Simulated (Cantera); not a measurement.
A Cantera script and its output.

```python
import numpy as np
import cantera as ct

gas = ct.Solution("gri30.yaml")
gas.TPX = 1350, 42000, {'N2O': 1, 'H2O': 0.049}
reactor = ct.IdealGasConstPressureReactor(gas, energy="off", clone=False)
net = ct.ReactorNet([reactor])
net.rtol, net.atol = 1e-08, 1e-18
show = ['N2O', 'H2O', 'H2', 'HO2', 'NO2', 'N2']
times = np.geomspace(6e-05, 30, 11)

steps = ct.SolutionArray(gas, extra=["t"])
rows = []
print(f"{'t/s':>10s}{'T/K':>9s}{'P/Pa':>11s}" + "".join(f"{s:>11s}" for s in show))
for t in times:
    while net.time < t:
        t_next = net.step()
        steps.append(gas.state, t=t_next)
    rows.append([np.interp(t, steps.t, y) for y in (steps.T, steps.P, *steps(*show).X.T)])
    print(f"{t:10.3e}{rows[-1][0]:9.1f}{rows[-1][1]:11.4g}" + "".join(f"{x:11.3e}" for x in rows[-1][2:]))
rate = np.gradient(steps.T, steps.t)
print("integrator steps:", len(steps.t))
if steps.T.max() > steps.T[0] + 200:
    print(f"time of steepest temperature rise: {steps.t[rate.argmax()]:.4e} s")
gas.TPX = 1350, 42000, {'N2O': 1, 'H2O': 0.049}
gas.equilibrate("TP")
print(f"equilibrium (TP): T = {gas.T:.1f} K  " + "  ".join(f"{s} {gas[s].X[0]:.3e}" for s in show))
```

Result:

```
       t/s      T/K       P/Pa        N2O        H2O         H2        HO2        NO2         N2
 6.000e-05   1350.0    4.2e+04  9.530e-01  4.670e-02  3.537e-09  8.452e-07  4.139e-09  1.846e-04
 2.229e-04   1350.0    4.2e+04  9.521e-01  4.667e-02  8.664e-08  8.552e-06  6.450e-07  7.291e-04
 8.278e-04   1350.0    4.2e+04  9.488e-01  4.660e-02  5.533e-07  1.433e-05  2.204e-05  2.798e-03
 3.075e-03   1350.0    4.2e+04  9.366e-01  4.641e-02  8.080e-07  9.997e-06  1.674e-04  1.048e-02
 1.142e-02   1350.0    4.2e+04  8.932e-01  4.572e-02  4.451e-07  5.833e-06  5.377e-04  3.774e-02
 4.243e-02   1350.0    4.2e+04  7.556e-01  4.355e-02  3.193e-07  2.381e-06  7.968e-04  1.243e-01
 1.576e-01   1350.0    4.2e+04  4.381e-01  3.853e-02  3.036e-07  6.747e-07  6.822e-04  3.245e-01
 5.854e-01   1350.0    4.2e+04  9.504e-02  3.311e-02  2.485e-07  1.570e-07  4.340e-04  5.430e-01
 2.174e+00   1350.0    4.2e+04  2.561e-03  3.167e-02  3.253e-08  4.056e-08  4.474e-04  6.042e-01
 8.077e+00   1350.0    4.2e+04  1.525e-06  3.163e-02  1.887e-08  3.349e-08  5.268e-04  6.061e-01
 3.000e+01   1350.0    4.2e+04  1.487e-06  3.163e-02  1.887e-08  3.349e-08  5.260e-04  6.061e-01
integrator steps: 1752
equilibrium (TP): T = 1350.0 K  N2O 2.320e-08  H2O 3.163e-02  H2 1.766e-08  HO2 3.693e-08  NO2 4.355e-06  N2 6.453e-01
```

Model: GRI-Mech 3.0 (53 species, 325 reactions), integrated in Cantera. GRI-Mech 3.0 was tuned for natural gas; its chemistry of N2O as a main component is partial and can be far from experiment. The mechanism lacks the step 2 NO + O2 → 2 NO2, which can matter for NO2 below about 1400 K. The temperature is held fixed by assumption; the heat of reaction is taken as removed at once.
